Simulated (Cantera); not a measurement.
## Equilibrium for carbothermic reduction: Fe3O4 + CO + H2 + CH4

Charge: 1 mol Fe3O4, 2.7 mol CO, 0.11 mol H2, 1.4 mol CH4, held at 0.0133 bar.

Cantera equilibrium calculation (NASA polynomials, part measured and part estimated; ideal gas, pure solids and liquids). Candidate condensed phases: C, C6H6, C7H8, C8H18, Fe, Fe(CO)5, FeO, Fe(OH)2, Fe(OH)3, Fe2O3, Fe3O4, H2O; 114 gas species. Each liquid is taken as pure. Mutual solubility and eutectic melting of coexisting phases are not modelled. The tables' stoichiometric FeO is somewhat more stable than real wüstite, so its field is too wide. FeO: taken at fixed stoichiometry. Kinetics and transport are ignored.

At 1148 K the condensed part is Fe(α) + FeO(s). From 1248 K to 1648 K the condensed part is Fe(γ) + FeO(s). At 1748 K the condensed part is Fe(δ) + FeO(l). From 1848 K to 2148 K the condensed part is Fe(l) + FeO(l). From 2248 K to 2348 K the condensed part is FeO(l). At 2448 K nothing is condensed. The main Fe-bearing gas is Fe(OH)2 at 1148 K and Fe at 2448 K.

| T (K) | x CO | x H2 | x Fe | x H2O | x CO2 | x H | x FeO | x OH | n Fe(α) | n FeO(s) | n Fe(γ) | n Fe(δ) | n FeO(l) | n Fe(l) |
|---|---|---|---|---|---|---|---|---|---|---|---|---|---|---|
| 1148 | 0.483 | 0.332 | 5.99e-10 | 0.0832 | 0.102 | 3.57e-7 | <1e-12 | 5.35e-10 | 1.70 | 1.30 | 0 | 0 | 0 | 0 |
| 1248 | 0.490 | 0.319 | 1.75e-8 | 0.0962 | 0.0950 | 2.28e-6 | 5.72e-12 | 7.04e-9 | 0 | 1.26 | 1.74 | 0 | 0 | 0 |
| 1348 | 0.496 | 0.307 | 3.06e-7 | 0.108 | 0.0889 | 1.11e-5 | 2.07e-10 | 6.28e-8 | 0 | 1.22 | 1.78 | 0 | 0 | 0 |
| 1448 | 0.501 | 0.297 | 3.58e-6 | 0.118 | 0.0838 | 4.35e-5 | 4.48e-9 | 4.11e-7 | 0 | 1.19 | 1.81 | 0 | 0 | 0 |
| 1548 | 0.505 | 0.289 | 3.02e-5 | 0.126 | 0.0794 | 0.000143 | 6.44e-8 | 2.10e-6 | 0 | 1.16 | 1.84 | 0 | 0 | 0 |
| 1648 | 0.509 | 0.281 | 0.000196 | 0.134 | 0.0755 | 0.000409 | 6.62e-7 | 8.73e-6 | 0 | 1.13 | 1.87 | 0 | 0 | 0 |
| 1748 | 0.518 | 0.283 | 0.00101 | 0.131 | 0.0663 | 0.00105 | 4.67e-6 | 2.84e-5 | 0 | 0 | 0 | 1.78 | 1.22 | 0 |
| 1848 | 0.522 | 0.282 | 0.00428 | 0.129 | 0.0596 | 0.00244 | 2.63e-5 | 8.21e-5 | 0 | 0 | 0 | 0 | 1.27 | 1.70 |
| 1948 | 0.519 | 0.276 | 0.0150 | 0.129 | 0.0551 | 0.00514 | 0.000123 | 0.000217 | 0 | 0 | 0 | 0 | 1.29 | 1.61 |
| 2048 | 0.504 | 0.264 | 0.0463 | 0.125 | 0.0501 | 0.00996 | 0.000488 | 0.000512 | 0 | 0 | 0 | 0 | 1.30 | 1.35 |
| 2148 | 0.461 | 0.236 | 0.128 | 0.113 | 0.0431 | 0.0175 | 0.00169 | 0.00108 | 0 | 0 | 0 | 0 | 1.31 | 0.639 |
| 2248 | 0.393 | 0.177 | 0.221 | 0.124 | 0.0506 | 0.0267 | 0.00522 | 0.00280 | 0 | 0 | 0 | 0 | 0.911 | 0 |
| 2348 | 0.327 | 0.114 | 0.274 | 0.149 | 0.0744 | 0.0361 | 0.0145 | 0.00812 | 0 | 0 | 0 | 0 | 0.0469 | 0 |
| 2448 | 0.323 | 0.106 | 0.270 | 0.138 | 0.0695 | 0.0560 | 0.0168 | 0.0142 | 0 | 0 | 0 | 0 | 0 | 0 |
x: gas mole fraction; n: condensed amount in mol.
